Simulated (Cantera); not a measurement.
Cantera run:

```python
import numpy as np
import cantera as ct

gas_names = """
    H HO2 H2 H2O H2O2 O OH O2 O3 P PH PH3 PO PO2 P2 P4 P4O10
""".split()
cond_names = """
    H2O(s) H2O(L) P(cr) P(L) P4O10(s)
""".split()


# ... load() reads the species with a 1 bar reference pressure and builds the phases ...
atoms = {
    'PH3': {'P': 1, 'H': 3},
    'O2': {'O': 2},
}
top_T = {'P4O10(s)': 690}  # K; cautious upper limits of use, not melting points


# ... equilibrate(T, P, feed) seeds the gas with the atoms and calls Mixture.equilibrate('TP', solver="vcs", rtol=1e-11, max_steps=5000) ...
results = []
feed = {'PH3': 1, 'O2': 3.4}  # mol
P = 13332.2  # Pa
for T in [2150, 2225, 2300, 2375, 2450, 2525, 2600, 2675]:
    mix = equilibrate(T, P, feed)
    results.append((T, P, feed, dict(zip(mix.species_names, mix.species_moles))))
    x = sorted(zip(gas.X, gas.species_names), reverse=True)
    print(f"T = {T:g} K  P = {P:g} Pa  gas = {mix.phase_moles(0):.4g} mol")
    print("   x: " + "  ".join(f"{s} {v:.3e}" for v, s in x if v > 1e-06))
    print("   condensed (mol): " + ("  ".join(f"{mix.phase(i).name} {mix.phase_moles(i):.4g}"
          for i in range(1, mix.n_phases) if mix.phase_moles(i) > 1e-12) or "none"))
```

Result:

```
T = 2150 K  P = 13332.2 Pa  gas = 4.178 mol
   x: O2 3.907e-01  H2O 3.502e-01  PO2 2.387e-01  OH 1.465e-02  O 3.345e-03  H2 1.271e-03  PO 6.944e-04  H 4.119e-04  HO2 9.000e-06
   condensed (mol): none
T = 2225 K  P = 13332.2 Pa  gas = 4.191 mol
   x: O2 3.878e-01  H2O 3.456e-01  PO2 2.374e-01  OH 1.974e-02  O 5.397e-03  H2 2.024e-03  PO 1.182e-03  H 7.980e-04  HO2 1.146e-05
   condensed (mol): none
T = 2300 K  P = 13332.2 Pa  gas = 4.21 mol
   x: O2 3.841e-01  H2O 3.394e-01  PO2 2.356e-01  OH 2.599e-02  O 8.430e-03  H2 3.112e-03  PO 1.940e-03  H 1.479e-03  HO2 1.429e-05
   condensed (mol): none
T = 2375 K  P = 13332.2 Pa  gas = 4.237 mol
   x: O2 3.791e-01  H2O 3.313e-01  PO2 2.329e-01  OH 3.348e-02  O 1.278e-02  H2 4.633e-03  PO 3.080e-03  H 2.629e-03  HO2 1.746e-05
   condensed (mol): none
T = 2450 K  P = 13332.2 Pa  gas = 4.274 mol
   x: O2 3.729e-01  H2O 3.209e-01  PO2 2.292e-01  OH 4.220e-02  O 1.885e-02  H2 6.685e-03  PO 4.738e-03  H 4.499e-03  HO2 2.092e-05
   condensed (mol): none
T = 2525 K  P = 13332.2 Pa  gas = 4.324 mol
   x: O2 3.650e-01  H2O 3.077e-01  PO2 2.242e-01  OH 5.209e-02  O 2.709e-02  H2 9.353e-03  H 7.425e-03  PO 7.073e-03  HO2 2.455e-05
   condensed (mol): none
T = 2600 K  P = 13332.2 Pa  gas = 4.392 mol
   x: O2 3.554e-01  H2O 2.914e-01  PO2 2.174e-01  OH 6.293e-02  O 3.801e-02  H2 1.269e-02  H 1.184e-02  PO 1.025e-02  HO2 2.819e-05  P 1.439e-06
   condensed (mol): none
T = 2675 K  P = 13332.2 Pa  gas = 4.481 mol
   x: O2 3.437e-01  H2O 2.717e-01  PO2 2.087e-01  OH 7.436e-02  O 5.211e-02  H 1.827e-02  H2 1.668e-02  PO 1.444e-02  HO2 3.163e-05  P 3.255e-06
   condensed (mol): none
```

Equilibrium computed with Cantera from the NASA thermochemical tables; the gas is ideal and each condensed phase is pure. Gases not in the tables: HPO2, HPO3 and P4O6.
